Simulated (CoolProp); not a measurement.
Vapour-liquid equilibrium of R134a (1) + R142b (2) at 1.13 MPa; x and y are mole fractions of (1).

Computed with CoolProp (multi-fluid Helmholtz-energy mixture model, Tillner-Roth 1994 and Lemmon 2006; pair parameters Bell 2016).

```
x      bubble temperature, mixture model (K)  bubble temperature, Raoult's law (K)  y, mixture model  y, Raoult's law
-----  -------------------------------------  ------------------------------------  ----------------  ---------------
0.05                                   341.8                                 342.1             0.086            0.091
0.125                                  338.7                                 339.3             0.202            0.215
0.2                                    335.8                                 336.8             0.305            0.324
0.275                             (withheld)                                 334.4             0.397            0.421
0.35                                   330.8                                 332.1             0.480            0.508
0.425                                  328.7                                 330.0             0.555            0.587
0.5                                    326.7                                 328.0             0.624            0.658
0.575                                  324.9                                 326.2        (withheld)            0.723
0.65                                   323.3                                 324.4        (withheld)            0.782
0.725                                  321.8                                 322.7             0.804            0.836
0.8                                    320.4                                 321.1             0.858            0.886
0.875                             (withheld)                                 319.6             0.911            0.931
0.95                                   317.9                                 318.1             0.964            0.974
```

Problem. Complete the blanks.

Solution. 
- 0.275, bubble temperature, mixture model (K): 333.2
- 0.575, y, mixture model: 0.687
- 0.65, y, mixture model: 0.747
- 0.875, bubble temperature, mixture model (K): 319.1

The largest gap from Raoult's law is -1.3 K in bubble temperature, at x = 0.425. No azeotrope shows between x = 0.05 and 0.95.

The pair parameters rest on a limited set of measurements; away from them the model extrapolates.
